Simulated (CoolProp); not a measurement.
A single-stage vapour-compression cycle with the fluoroketone C6F12O (FK-5-1-12): evaporating at 272.15 K (dew point), condensing at 335.15 K (bubble point), superheat 0 K, subcooling 8 K, compressor efficiency 0.85, no pressure losses. Each further row changes one setting.

Model: reference Helmholtz-energy equation of state, McLinden 2015, in CoolProp.

| case | cooling COP | pressure ratio | discharge temperature (K) | refrigerating effect (kJ/kg) | volumetric capacity (kJ/m³) |
|---|---|---|---|---|---|
| as stated | 2.15 | 13.2 | 335.1 | 41.0 | 68.7 |
| evaporating temperature 277.15 K | ? | 10.2 | 335.1 | 45.2 | 96.5 |
| condensing temperature 330.15 K | 2.57 | ? | 330.1 | 46.7 | 78.1 |
| subcooling 13 K | 2.45 | 13.2 | 335.1 | 46.7 | 78.1 |
| superheat 10 K | 2.34 | 13.2 | 335.1 | 49.5 | 79.8 |
| compressor efficiency 0.75 | ? | 13.2 | 335.1 | 41.0 | 68.7 |

Problem. Complete the blanks.

Solution. 
- evaporating temperature 277.15 K, cooling COP: 2.58
- condensing temperature 330.15 K, pressure ratio: 11.2
- compressor efficiency 0.75, cooling COP: 1.90

The compression ends wet for: as stated; evaporating temperature 277.15 K; condensing temperature 330.15 K; subcooling 13 K; superheat 10 K; compressor efficiency 0.75.
